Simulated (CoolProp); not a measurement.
The fluid at 298.15 K and 2.03 MPa flows at 1.5 m/s in a round tube of 10 mm bore and 15 µm roughness, fully developed (64/Re and Nu = 3.66 if laminar; Colebrook and Gnielinski if turbulent). The same conditions are run with several fluids, on thermodynamics alone (safety and materials aside).

Computed with CoolProp (reference Helmholtz-energy equation of state of each fluid (R123: Younglove 1994; R236EA: Rui 2013; R507A: Lemmon 2003; n-heptane: Span 2003; R11: Jacobsen 1992)). Blends and air are pseudo-pure fits.

Problem. Rank R123, R236EA, R507A, n-heptane, R11 by Reynolds number, highest first.

Solution. R507A (121000), R236EA (54300), R123 (51400), R11 (50200), n-heptane (25700)

```json
[
 {"fluid": "R123", "Darcy friction factor": "0.0252", "pressure drop (Pa/m)": "4170", "heat-transfer coefficient (W/(m² K))": "2720", "mass flow (kg/h)": "623"},
 {"fluid": "R236EA", "Darcy friction factor": "0.0251", "pressure drop (Pa/m)": "4050", "heat-transfer coefficient (W/(m² K))": "3100", "mass flow (kg/h)": "608"},
 {"fluid": "R507A", "Darcy friction factor": "0.0234", "pressure drop (Pa/m)": "2790", "heat-transfer coefficient (W/(m² K))": "4010", "mass flow (kg/h)": "448"},
 {"fluid": "n-heptane", "Darcy friction factor": "0.0277", "pressure drop (Pa/m)": "2130", "heat-transfer coefficient (W/(m² K))": "2500", "mass flow (kg/h)": "289"},
 {"fluid": "R11", "Darcy friction factor": "0.0253", "pressure drop (Pa/m)": "4220", "heat-transfer coefficient (W/(m² K))": "2730", "mass flow (kg/h)": "628"}
]
```

Transport values come from each fluid's own correlations; those of R236EA, R11 are estimates that may be off by 10 % or more.
